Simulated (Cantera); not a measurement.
**Carbon deposition, reforming and gasification: acetone + O₂ + N₂ + H₂O**

Input: 1 mol acetone, 0.026 mol O₂, 1.8 mol N₂, 0.03 mol H₂O, equilibrated at 1325 K and 13.0 Pa.

Equilibrium computed with Cantera from the NASA thermochemical tables; the gas is ideal and each condensed phase is pure. Candidate condensed phases: C, C₆H₆, C₇H₈, C₈H₁₈, H₂O; 136 gas species. The feed counts by its element totals alone. The numbers say what is thermodynamically allowed, not how fast it happens.

```json
{
  "x(H₂)": "0.512",
  "x(N₂)": "0.304",
  "x(CO)": "0.183",
  "x(HCN)": "0.000103",
  "x(H)": "0.000103",
  "n(C(graphite))": "1.92 mol",
  "gas_amount": "5.912 mol"
}
```
